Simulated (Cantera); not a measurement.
An isothermal, constant-pressure homogeneous reactor starts with CO : O2 : H2O : N2 = 0.0015 : 0.0087 : 0.0095 : 1 (molar parts), equivalence ratio 0.086, at 1025 K and 1.50 bar.

Detailed kinetics in Cantera: GRI-Mech 3.0 (53 species, 325 reactions).

One state of this run: x CO = 0.000818; x O2 = 0.00821; x H2O = 0.00931; x N2O = 5.90e-8; x CO2 = 0.000653; x H2 = 7.48e-6. x: mole fraction; the columns are a selection and need not sum to one.

Which value of t (s) does it belong to?
A) 0.531
B) 10.0
C) 1.41
D) 0.00399

A, 0.531
